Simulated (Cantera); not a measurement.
What does this Cantera script print?

```python
import numpy as np
import cantera as ct

gas_names = """
    H HNO HNO2 HNO3 HO2 H2 H2O H2O2 N NH NH2 NH3 NH2OH NO NO2 NO3 N2 N2H2 N2H4 N2O O OH O2 O3 Si SiH
    SiH2 SiH3 SiH4 SiN SiO SiO2 Si2 Si2N Si3
""".split()
cond_names = """
    H2O(s) H2O(L) Si(cr) Si(L) SiO2(Lqz) SiO2(hqz) SiO2(L) Si2N2O(s) Si3N4(a)
""".split()


# ... load() reads the species with a 1 bar reference pressure and builds the phases ...
atoms = {
    'Si3N4': {'Si': 3, 'N': 4},
    'O2': {'O': 2},
    'H2': {'H': 2},
}
top_T = {'Si2N2O(s)': 2100, 'Si3N4(a)': 2400}  # K; cautious upper limits of use, not melting points


# ... equilibrate(T, P, feed) seeds the gas with the atoms and calls Mixture.equilibrate('TP', solver="vcs", rtol=1e-11, max_steps=5000) ...
results = []
T = 973.15  # K
P = 3600  # Pa
for m in [0.24, 0.29, 0.35, 0.42, 0.5, 0.6, 0.72, 0.87, 1, 1.3, 1.5, 1.8, 2.2]:
    feed = {'Si3N4': 1, 'O2': m, 'H2': 190}  # mol
    mix = equilibrate(T, P, feed)
    results.append((T, P, feed, dict(zip(mix.species_names, mix.species_moles))))

top = {s: max(r[3][s] / sum(r[3][g] for g in gas_names) for r in results) for s in gas_names}
cols = sorted((s for s in top if top[s] > 0.001), key=lambda s: -top[s])[:8]
seen = [c for c in cond_names if any(r[3].get(c, 0) > 1e-12 for r in results)]
print("log10 of partial pressures in bar; condensed amounts in mol")
print(f"{'n(O2)':>10s}" + "".join(f"{s[:9]:>10s}" for s in cols + seen))
for T, P, feed, n in results:
    ng = sum(n[g] for g in gas_names)
    print(f"{feed['O2']:10.4g}" + "".join(f"{np.log10(max(n[s] / ng * P / 1e5, 1e-99)):10.3f}" for s in cols)
          + "".join(f"{n.get(c, 0):10.4g}" for c in seen))
```

Output:

```
log10 of partial pressures in bar; condensed amounts in mol
     n(O2)        H2        N2 SiO2(hqz) Si2N2O(s)  Si3N4(a)
      0.24    -1.444    -4.519         0      0.48      0.68
      0.29    -1.444    -4.437         0      0.58    0.6133
      0.35    -1.444    -4.355         0       0.7    0.5333
      0.42    -1.444    -4.276         0      0.84      0.44
       0.5    -1.444    -4.200         0         1    0.3333
       0.6    -1.445    -4.121         0       1.2       0.2
      0.72    -1.445    -4.042         0      1.44      0.04
      0.87    -1.445    -3.961    0.1592      1.42         0
         1    -1.445    -3.900    0.3325     1.334         0
       1.3    -1.446    -3.787    0.7324     1.134         0
       1.5    -1.446    -3.725    0.9991         1         0
       1.8    -1.446    -3.646     1.399    0.8005         0
       2.2    -1.447    -3.560     1.932    0.5339         0
```

These are equilibrium values from Cantera (NASA tables, ideal gas, pure condensed phases), not measurements of a reactor.
